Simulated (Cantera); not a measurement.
A perfectly stirred reactor is fed with C2H6 : N2 = 1 : 100 (molar parts), at 0.0133 bar; it is held at 1550 K, and followed from long to short residence time.

Cantera simulation using GRI-Mech 3.0 (53 species, 325 reactions); the numbers are that mechanism's predictions, not measurements. GRI-Mech 3.0 stops at C3 and has no aromatics, soot or wall deposition, so with more carbon than oxygen in the feed, carbon stays in small species such as C2H2 where larger ones or solid carbon would form. Radical loss at walls, strong at low pressure, is not modelled.

**Question.** Predict: x(C2H6) at τ = 2.40 s; x(C2H) at τ = 2.40 s; x(CH4) at τ = 2.40 s; x(H2) at τ = 2.40 s; x(HCN) at τ = 2.40 s; x(C2H6) at τ = 0.150 s; x(C2H) at τ = 0.150 s; x(CH4) at τ = 0.150 s; x(H2) at τ = 0.150 s; x(HCN) at τ = 0.150 s.

**Answer.** 
| Property | Value |
|---|---|
| x(C2H6) at τ = 2.40 s | 1.44e-5 |
| x(C2H) at τ = 2.40 s | 2.11e-7 |
| x(CH4) at τ = 2.40 s | 0.000786 |
| x(H2) at τ = 2.40 s | 0.0179 |
| x(HCN) at τ = 2.40 s | 4.94e-5 |
| x(C2H6) at τ = 0.150 s | 0.000187 |
| x(C2H) at τ = 0.150 s | 2.71e-7 |
| x(CH4) at τ = 0.150 s | 0.00174 |
| x(H2) at τ = 0.150 s | 0.0151 |
| x(HCN) at τ = 0.150 s | 1.45e-5 |
